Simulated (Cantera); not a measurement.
Input: 1 mol CHF3, 1.4 mol F2, equilibrated at 10000 Pa.

Method: chemical equilibrium by Gibbs-energy minimisation in Cantera with the NASA 1993 tables (ideal gas, pure condensed phases). Candidate condensed phases: C, C6H6, C7H8, C8H18; 95 gas species. Condensed phases not in the tables: fluorocarbon polymer. Gases not in the tables: C2F6 and larger saturated fluorocarbons. Equilibrium is a limit: real reactors are often held back by kinetics, nucleation or transport.

x: gas mole fraction; nothing condenses.

```csv
T (°C),x CF4,x HF,x F,x F2,x CF2
602,0.411,0.411,0.0292,0.150,<1e-12
752,0.391,0.391,0.122,0.0954,<1e-12
902,0.368,0.368,0.235,0.0297,<1e-12
1052,0.359,0.359,0.275,0.00597,<1e-12
1202,0.358,0.358,0.283,0.00136,<1e-12
1352,0.357,0.357,0.285,0.000390,2.03e-11
1502,0.357,0.357,0.285,(withheld),(withheld)
1652,0.357,0.357,0.286,(withheld),(withheld)
1802,0.357,0.357,0.286,2.64e-5,4.48e-5
1952,0.353,0.356,0.289,1.39e-5,0.00151
```

Q: Some entries are withheld; supply them.

A: 
- 1502, x F2: 0.000137
- 1502, x CF2: 6.05e-9
- 1652, x F2: 5.64e-5
- 1652, x CF2: 7.39e-7
